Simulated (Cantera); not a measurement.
Transport properties of process gases

Gas mixture: H2O : CO2 : C3H8 = 0.54 : 0.82 : 0.98 (molar parts), at 0.0975 Torr, frozen composition.

Cantera's kinetic-theory transport with the Lennard-Jones parameters of GRI-Mech 3.0, ideal gas; thermal conductivity in the mixture-averaged form. Polar gases are described roughly by these parameters. The composition is frozen, though it would react at the higher temperatures.

```csv
T (K),ρ (kg/m³),cp (J/kg/K),μ (µPa s),λ (mW/m/K),Pr,D (cm²/s) H2,D (cm²/s) NH3,D (cm²/s) CO2
400,0.000149,1624,14.2,30.0,0.771,7640,1940,1340
600,9.91e-5,2073,20.4,52.5,0.806,15300,4280,2860
800,7.44e-5,2413,25.8,75.5,0.826,24900,7340,4810
1000,5.95e-5,2673,30.7,98.1,0.837,36200,11000,7140
1200,4.96e-5,2856,35.2,120,0.838,49100,15300,9790
1400,4.25e-5,3008,39.4,141,0.840,63500,20000,12800
1600,3.72e-5,3133,43.3,161,0.842,79200,25300,16000
1800,3.30e-5,3235,47.0,180,0.843,96300,31000,19500
2000,2.97e-5,3317,50.5,199,0.843,115000,37100,23300
```
D: mixture-averaged diffusion coefficient of that species in the mixture.
